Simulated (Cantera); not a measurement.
What does this Cantera script print?

```python
import numpy as np
import cantera as ct

gas = ct.Solution("gri30.yaml")
gas.TPX = 1148, 1333, {'H2': 0.17, 'O2': 1}
inlet = ct.Reservoir(gas, clone=True)

reactor = ct.IdealGasConstPressureReactor(gas, energy="off", clone=False)
exhaust = ct.Reservoir(gas, clone=True)
tau = [0.43, 0.15, 0.053, 0.019, 0.0067, 0.0024, 0.00083, 0.0003][0]
for a, b in ((inlet, reactor), (reactor, exhaust)):
    ct.MassFlowController(a, b, mdot=lambda t: reactor.mass / tau)
net = ct.ReactorNet([reactor])
show = ['H2', 'O2', 'OH', 'H2O2', 'H2O']

rows = []
print(f"{'tau/s':>10s}{'T/K':>9s}" + "".join(f"{s:>11s}" for s in show))
for tau in [0.43, 0.15, 0.053, 0.019, 0.0067, 0.0024, 0.00083, 0.0003]:
    net.initial_time = 0.0
    net.advance(30 * tau)
    before = gas.X
    net.advance(40 * tau)
    drift = np.max(np.abs(gas.X - before) / (gas.X + 1e-9))
    rows.append([gas.T, *gas[show].X, drift])
    print(f"{tau:10.3e}{gas.T:9.1f}" + "".join(f"{x:11.3e}" for x in gas[show].X))
```

Result:

```
     tau/s      T/K         H2         O2         OH       H2O2        H2O
 4.300e-01   1148.0  8.856e-04  8.380e-01  2.024e-03  2.820e-07  1.537e-01
 1.500e-01   1148.0  1.668e-03  8.332e-01  2.868e-03  3.144e-07  1.511e-01
 5.300e-02   1148.0  3.062e-03  8.247e-01  3.986e-03  3.297e-07  1.459e-01
 1.900e-02   1148.0  5.427e-03  8.115e-01  5.325e-03  3.286e-07  1.366e-01
 6.700e-03   1148.0  9.509e-03  7.964e-01  6.768e-03  3.287e-07  1.227e-01
 2.400e-03   1148.0  1.714e-02  7.883e-01  8.168e-03  3.612e-07  1.066e-01
 8.300e-04   1148.0  3.439e-02  7.929e-01  9.334e-03  4.299e-07  8.613e-02
 3.000e-04   1148.0  7.026e-02  8.119e-01  8.604e-03  4.179e-07  5.558e-02
```

Detailed kinetics in Cantera: GRI-Mech 3.0 (53 species, 325 reactions). Radical loss at walls, strong at low pressure, is not modelled. The temperature is held fixed by assumption; the heat of reaction is taken as removed at once.
